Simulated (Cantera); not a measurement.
Input: 1 mol Al, 0.35 mol O2, 20 mol N2, held at 1850 °C.

Method: chemical equilibrium by Gibbs-energy minimisation in Cantera with the NASA 1993 tables (ideal gas, pure condensed phases). Candidate condensed phases: Al, AlN, Al2O3; 16 gas species. The numbers say what is thermodynamically allowed, not how fast it happens.

Problem. At 10.0 Pa, list the 5 most abundant gas species with their mole fractions, and the condensed phases.

Solution. N2 0.975, Al 0.0215, Al2O 0.00332, AlO 0.000384, O 4.63e-5. Condensed: Al2O3(s).
